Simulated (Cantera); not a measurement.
Thermodynamics of silicon etching in halogen gases, feed Si + NF3 + N2

Input: 1 mol Si, 1.7 mol NF3, 71 mol N2, equilibrated at 510 Pa.

Cantera equilibrium calculation (NASA polynomials, part measured and part estimated; ideal gas, pure solids and liquids). Candidate condensed phases: Si, Si3N4; 16 gas species. Rates play no part.

```json
[
 {"T (K)": "648", "x N2": "0.980", "x F": "0.000401", "x SiF4": "0.0137", "x F2": "0.00373", "x NF3": "0.00238", "x NF2": "1.15e-9"},
 {"T (K)": "798", "x N2": "0.975", "x F": "0.00705", "x SiF4": "0.0136", "x F2": "0.00390", "x NF3": "2.61e-5", "x NF2": "3.94e-9"},
 {"T (K)": "948", "x N2": "0.972", "x F": "0.0142", "x SiF4": "0.0135", "x F2": "0.000318", "x NF3": "2.73e-8", "x NF2": "7.29e-10"},
 {"T (K)": "1098", "x N2": "0.972", "x F": "0.0148", "x SiF4": "0.0135", "x F2": "1.98e-5", "x NF3": "4.54e-11", "x NF2": "8.27e-11"},
 {"T (K)": "1248", "x N2": "0.972", "x F": "0.0149", "x SiF4": "0.0135", "x F2": "2.25e-6", "x NF3": "<1e-12", "x NF2": "1.49e-11"},
 {"T (K)": "1398", "x N2": "0.972", "x F": "0.0149", "x SiF4": "0.0135", "x F2": "4.03e-7", "x NF3": "<1e-12", "x NF2": "3.83e-12"},
 {"T (K)": "1548", "x N2": "0.972", "x F": "0.0149", "x SiF4": "0.0135", "x F2": "1.00e-7", "x NF3": "<1e-12", "x NF2": "1.28e-12"}
]
```
x: gas mole fraction; nothing condenses.

From 648 K to 1548 K nothing is condensed. The main Si-bearing gas is SiF4 throughout.
